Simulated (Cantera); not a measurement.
Cantera run, input and output.

```python
import numpy as np
import cantera as ct

gas = ct.Solution("gri30.yaml")
gas.TPX = 1723, 100000, {'CH4': 1, 'H2': 0.053, 'O2': 1.84, 'N2': 6.93}
reactor = ct.IdealGasReactor(gas, energy="on", clone=False)
net = ct.ReactorNet([reactor])
net.rtol, net.atol = 1e-08, 1e-16
show = ['CH4', 'H2', 'O2', 'C2H2', 'O']
times = np.geomspace(3e-06, 0.1, 16)

steps = ct.SolutionArray(gas, extra=["t"])
rows = []
print(f"{'t/s':>10s}{'T/K':>9s}{'P/Pa':>11s}" + "".join(f"{s:>11s}" for s in show))
for t in times:
    while net.time < t:
        t_next = net.step()
        steps.append(gas.state, t=t_next)
    rows.append([np.interp(t, steps.t, y) for y in (steps.T, steps.P, *steps(*show).X.T)])
    print(f"{t:10.3e}{rows[-1][0]:9.1f}{rows[-1][1]:11.4g}" + "".join(f"{x:11.3e}" for x in rows[-1][2:]))
rate = np.gradient(steps.T, steps.t)
print("integrator steps:", len(steps.t))
if steps.T.max() > steps.T[0] + 200:
    print(f"time of steepest temperature rise: {steps.t[rate.argmax()]:.4e} s")
gas.TPX = 1723, 100000, {'CH4': 1, 'H2': 0.053, 'O2': 1.84, 'N2': 6.93}
gas.equilibrate("UV")
print(f"equilibrium (UV): T = {gas.T:.1f} K  " + "  ".join(f"{s} {gas[s].X[0]:.3e}" for s in show))
```

It prints:

```
       t/s      T/K       P/Pa        CH4         H2         O2       C2H2          O
 3.000e-06   1722.9      1e+05  1.018e-01  5.398e-03  1.873e-01  7.964e-14  1.543e-07
 6.007e-06   1722.9  9.999e+04  1.018e-01  5.401e-03  1.873e-01  2.114e-12  2.000e-07
 1.203e-05   1722.7  9.999e+04  1.017e-01  5.407e-03  1.873e-01  4.991e-11  3.075e-07
 2.408e-05   1722.5  9.998e+04  1.016e-01  5.422e-03  1.872e-01  1.215e-09  5.953e-07
 4.822e-05   1722.8      1e+05  1.011e-01  5.477e-03  1.870e-01  3.822e-08  1.554e-06
 9.655e-05   1732.7  1.007e+05  9.741e-02  6.216e-03  1.849e-01  2.637e-06  7.024e-06
 1.933e-04   2943.3  1.846e+05  1.782e-14  3.277e-02  2.039e-02  6.051e-17  1.244e-02
 3.871e-04   2983.8  1.864e+05  2.812e-14  3.246e-02  1.772e-02  1.020e-16  1.053e-02
 7.750e-04   2978.1   1.86e+05  2.984e-14  3.292e-02  1.656e-02  1.064e-16  9.967e-03
 1.552e-03   2977.1  1.859e+05  3.014e-14  3.299e-02  1.637e-02  1.071e-16  9.876e-03
 3.107e-03   2977.1  1.859e+05  3.014e-14  3.299e-02  1.637e-02  1.072e-16  9.875e-03
 6.222e-03   2977.1  1.859e+05  3.014e-14  3.299e-02  1.637e-02  1.072e-16  9.875e-03
 1.246e-02   2977.1  1.859e+05  3.014e-14  3.299e-02  1.637e-02  1.072e-16  9.875e-03
 2.494e-02   2977.1  1.859e+05  3.014e-14  3.299e-02  1.637e-02  1.072e-16  9.875e-03
 4.994e-02   2977.1  1.859e+05  3.014e-14  3.299e-02  1.637e-02  1.072e-16  9.875e-03
 1.000e-01   2977.1  1.859e+05  3.014e-14  3.299e-02  1.637e-02  1.072e-16  9.875e-03
integrator steps: 1709
time of steepest temperature rise: 1.5709e-04 s
equilibrium (UV): T = 2977.1 K  CH4 3.902e-14  H2 3.299e-02  O2 1.637e-02  C2H2 1.126e-16  O 9.875e-03
```

Computed with Cantera and GRI-Mech 3.0 (53 species, 325 reactions).
